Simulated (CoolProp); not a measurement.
Vapour-liquid equilibrium of R124 (1) + R142b (2) at 0.984 MPa; x and y are mole fractions of (1).

Computed with CoolProp (multi-fluid Helmholtz-energy mixture model, de Vries 1995 and Lemmon 2006; pair parameters Bell 2016).

| x | bubble temperature (°C) | y at the bubble point | dew temperature at overall composition x (°C) | liquid density (mol/L) |
|---|---|---|---|---|
| 0.05 | 64.7 | 0.054 | 64.7 | 9.897 |
| 0.125 | (withheld) | 0.133 | 64.4 | (withheld) |
| 0.2 | 64.0 | 0.212 | 64.1 | 9.743 |
| 0.275 | 63.7 | 0.290 | 63.8 | 9.667 |
| 0.35 | 63.4 | 0.368 | 63.5 | 9.592 |
| 0.425 | 63.0 | 0.445 | 63.1 | 9.518 |
| 0.5 | 62.7 | 0.522 | 62.8 | 9.445 |
| 0.575 | 62.3 | (withheld) | 62.4 | 9.372 |
| 0.65 | 61.9 | 0.673 | 62.0 | 9.301 |
| 0.725 | 61.4 | 0.747 | 61.6 | 9.229 |
| 0.8 | 61.0 | 0.819 | (withheld) | 9.158 |
| 0.875 | 60.4 | 0.889 | 60.5 | 9.087 |
| 0.95 | 59.9 | 0.957 | 59.9 | 9.017 |

Problem. Fill in the missing entries.

Solution. 
- 0.125, bubble temperature (°C): 64.3
- 0.125, liquid density (mol/L): 9.820
- 0.575, y at the bubble point: 0.598
- 0.8, dew temperature at overall composition x (°C): 61.1

No azeotrope shows between x = 0.05 and 0.95.

Pair parameters are fitted to limited data, so mixtures are less certain than the pure fluids.
